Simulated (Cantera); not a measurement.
Input (Python, Cantera) and output of one run.

```python
import numpy as np
import cantera as ct

gas_names = """
    Cr CrN H H2 N NH NH2 NH3 N2 N2H2 N2H4
""".split()
cond_names = """
    Cr(cr) Cr(L) CrN(s) Cr2N(s)
""".split()


# ... load() reads the species with a 1 bar reference pressure and builds the phases ...
atoms = {
    'Cr': {'Cr': 1},
    'NH3': {'N': 1, 'H': 3},
}
top_T = {'CrN(s)': 1900, 'Cr2N(s)': 1900}  # K; cautious upper limits of use, not melting points


# ... equilibrate(T, P, feed) seeds the gas with the atoms and calls Mixture.equilibrate('TP', solver="vcs", rtol=1e-11, max_steps=5000) ...
results = []
feed = {'Cr': 1, 'NH3': 0.23}  # mol
P = 1333.22  # Pa
for T in [1425, 1525, 1625, 1725, 1825, 1925, 2025, 2125]:
    mix = equilibrate(T, P, feed)
    results.append((T, P, feed, dict(zip(mix.species_names, mix.species_moles))))

top = {s: max(r[3][s] / sum(r[3][g] for g in gas_names) for r in results) for s in gas_names}
cols = sorted((s for s in top if top[s] > 1e-05), key=lambda s: -top[s])[:7]
seen = [c for c in cond_names if any(r[3].get(c, 0) > 1e-12 for r in results)]
print("log10 of partial pressures in bar; condensed amounts in mol")
print(f"{'T/K':>10s}" + "".join(f"{s[:9]:>10s}" for s in cols + seen))
for T, P, feed, n in results:
    ng = sum(n[g] for g in gas_names)
    print(f"{T:10.4g}" + "".join(f"{np.log10(max(n[s] / ng * P / 1e5, 1e-99)):10.3f}" for s in cols)
          + "".join(f"{n.get(c, 0):10.4g}" for c in seen))
```

Result:

```
log10 of partial pressures in bar; condensed amounts in mol
       T/K        H2        Cr        N2         H    Cr(cr)
      1425    -2.000    -6.957    -2.477    -6.166         1
      1525    -2.000    -6.030    -2.477    -5.626         1
      1625    -2.001    -5.222    -2.477    -5.152    0.9998
      1725    -2.002    -4.511    -2.478    -4.732    0.9989
      1825    -2.006    -3.882    -2.482    -4.359    0.9954
      1925    -2.020    -3.322    -2.495    -4.029    0.9829
      2025    -2.060    -2.821    -2.533    -3.746    0.9408
      2125    -2.184    -2.371    -2.651    -3.532    0.7806
```

Equilibrium computed with Cantera from the NASA thermochemical tables; the gas is ideal and each condensed phase is pure.
